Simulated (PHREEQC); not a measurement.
A solution holds 0.011 mol HF, 0.0058 mol NaF, 0.0021 mol H2SiF6 and 0.0016 mol H2SO4 per kg of water, at 49 °C. Closed to the air; pH follows from the charge balance.

Computed with PHREEQC (ion-association model, wateq4f.dat).

| quantity | before | after |
|---|---|---|
| pH | 2.51 | 2.38 |
| ionic strength (mol/kgw) | 0.0125 | 0.0138 |
| HF (mol/kgw) | 0.0140 | 0.0120 |
| F- (mol/kgw) | 0.00215 | 0.00309 |
| SO4-2 (mol/kgw) | 0.00114 | 0.00132 |
| HSO4- (mol/kgw) | 0.000433 | 0.000255 |
| SI of Quartz (SiO2) | -2.18 | -4.70 |

Problem. What was changed between the two runs?
A. diluted 100-fold with water
B. 0.00011 mol/kgw KOH added
C. temperature from 49 to 5 °C
D. diluted 10-fold with water
E. NaF replaced by Na2SO4 at the same molality

Solution. C, temperature from 49 to 5 °C

Precipitation was switched off in this run. At this temperature some constants are extrapolated from 25 °C, and those without enthalpy data are left unchanged. SiF6-2 is the database's only silicon fluoride.
